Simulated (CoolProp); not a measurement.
Vapour-liquid equilibrium of CHF3 (R23) (1) + C2F6 (R116) (2) at 2.04 bar; x and y are mole fractions of (1).

Values from CoolProp's multi-fluid Helmholtz-energy mixture model, Penoncello 2003 and Lemmon 2006; pair parameters Bell 2016.

| x | bubble temperature, mixture model (°C) | bubble temperature, Raoult's law (°C) | y, mixture model | y, Raoult's law |
|---|---|---|---|---|
| 0.05 | -67.5 | -64.3 | 0.180 | 0.063 |
| 0.125 | -70.7 | -64.7 | 0.335 | 0.154 |
| 0.2 | -72.5 | -65.1 | 0.422 | 0.241 |
| 0.275 | -73.5 | -65.5 | 0.475 | 0.325 |
| 0.35 | -74.1 | -65.9 | 0.510 | 0.406 |
| 0.425 | -74.4 | -66.3 | 0.537 | 0.484 |
| 0.5 | -74.5 | -66.7 | 0.558 | 0.559 |
| 0.575 | -74.6 | -67.1 | 0.579 | 0.632 |
| 0.65 | -74.5 | -67.4 | 0.601 | 0.702 |
| 0.725 | -74.3 | -67.8 | 0.631 | 0.769 |
| 0.8 | -73.9 | -68.1 | 0.673 | 0.835 |
| 0.875 | -73.0 | -68.4 | 0.742 | 0.899 |
| 0.95 | -71.1 | -68.8 | 0.863 | 0.960 |

The largest gap from Raoult's law is -8.2 K in bubble temperature, at x = 0.35. y crosses x between x = 0.575 and 0.65: the model has an azeotrope there.

The pair parameters rest on a limited set of measurements; away from them the model extrapolates.
